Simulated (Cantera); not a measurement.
A closed system holds: 1 mol Si3N4, a varied amount of N2O, 1.4 mol H2, equilibrated at 1598.15 K and 0.0100 bar.

Method: chemical equilibrium by Gibbs-energy minimisation in Cantera with the NASA 1993 tables (ideal gas, pure condensed phases). Candidate condensed phases: H2O, Si, SiO2, Si2N2O, Si3N4; 35 gas species. Mutual solubility and eutectic melting of coexisting phases are not modelled. The tables hold silica as quartz up to 1696 K and as liquid above; real silica turns to tridymite and cristobalite and melts near 1996 K. Kinetics and transport are ignored.

Problem. Which condensed phases are stable at each of these points (n(N2O) (mol)): 0.34, 0.52, 0.7, 0.88, 1.1, 1.2, 1.4, 1.6, 1.8, 1.9, 2.1, 2.3?

Solution. 
```tsv
n(N2O) (mol)	condensed phases	Si condensed (%)
0.34	Si2N2O(s) + Si3N4(s)	100.0
0.52	Si2N2O(s) + Si3N4(s)	100.0
0.7	Si2N2O(s) + Si3N4(s)	100.0
0.88	Si2N2O(s) + Si3N4(s)	100.0
1.1	Si2N2O(s) + Si3N4(s)	100.0
1.2	Si2N2O(s) + Si3N4(s)	100.0
1.4	Si2N2O(s) + Si3N4(s)	100.0
1.6	SiO2(β-quartz) + Si2N2O(s)	98.3
1.8	SiO2(β-quartz) + Si2N2O(s)	98.2
1.9	SiO2(β-quartz) + Si2N2O(s)	98.1
2.1	SiO2(β-quartz) + Si2N2O(s)	98.0
2.3	SiO2(β-quartz) + Si2N2O(s)	97.9
```

From 0.34 mol N2O to 1.4 mol N2O the condensed part is Si2N2O(s) + Si3N4(s). From 1.6 mol N2O to 2.3 mol N2O the condensed part is SiO2(β-quartz) + Si2N2O(s).
